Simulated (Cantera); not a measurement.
A freely propagating, adiabatic, planar premixed flame of H₂ : O₂ : N₂ = 1 : 0.3 : 0.895 (molar parts), unburnt at 525 K and 0.110 bar; mixture-averaged transport, grid criteria slope 0.08 and curve 0.16, no radiation.

Cantera simulation using the H2/O2 subset of GRI-Mech 3.0, which has no nitrogen chemistry; the numbers are that mechanism's predictions, not measurements. Burning velocities carry a grid error of a few per cent, more on coarse grids.

Question: Predict: laminar burning velocity; thermal thickness; peak x(H); peak x(O); peak x(H₂O₂).

Answer: 
```json
{
 "laminar_burning_velocity": "614 cm/s",
 "thermal_thickness": "7.06 mm",
 "peak x(H)": "0.151",
 "peak x(O)": "0.00843",
 "peak x(H₂O₂)": "1.32e-6"
}
```
